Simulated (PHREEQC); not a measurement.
Consider water at 40 °C with 0.02 mol/kgw MgCl2 and 0.00036 mol/kgw NaHCO3. Closed to the air; pH follows from the charge balance.

Equilibrium calculation in PHREEQC: ion-association model, wateq4f.dat.

Task: The ionic strength comes out as 0.0603 mol/kgw. What activity coefficients do OH-, HCO3-, Na+, MgOH+, Mg+2 get?

Result: OH- 0.79, HCO3- 0.81, Na+ 0.81, MgOH+ 0.82, Mg+2 0.45.

No solid was allowed to form. At this temperature some constants are extrapolated from 25 °C, and those without enthalpy data are left unchanged.
